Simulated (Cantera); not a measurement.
Diamond growth

A diamond (100) surface in a fixed gas of H2 with x(CH4) = 0.02, x(H) = 0.0053, x(CH3) = 0.00057, at 1198 K; coverages are run to steady state.

Detailed kinetics in Cantera: the Harris–Goodwin 1993 mechanism for the reconstructed diamond (100) surface.

```csv
P (Pa),growth (µm/h),θ c6HH,θ c6H*,θ c6*H,θ c6**,θ c6HM
400,0.229,0.443,0.0380,0.488,0.0284,0.000871
630,0.424,0.442,0.0380,0.488,0.0283,0.00135
1000,0.825,0.442,0.0379,0.487,0.0283,0.00208
1600,1.68,0.441,0.0379,0.486,0.0283,0.00318
2500,3.38,0.440,0.0378,0.485,0.0282,0.00466
4000,7.10,0.439,0.0377,0.483,0.0281,0.00673
6400,14.7,0.437,0.0375,0.481,0.0280,0.00933
10000,28.8,0.435,0.0374,0.479,0.0278,0.0121
```
θ: site fractions in the mechanism's names (c6HH fully hydrogenated, c6H* and c6*H radical sites, c6** diradical, c6HM methylated).
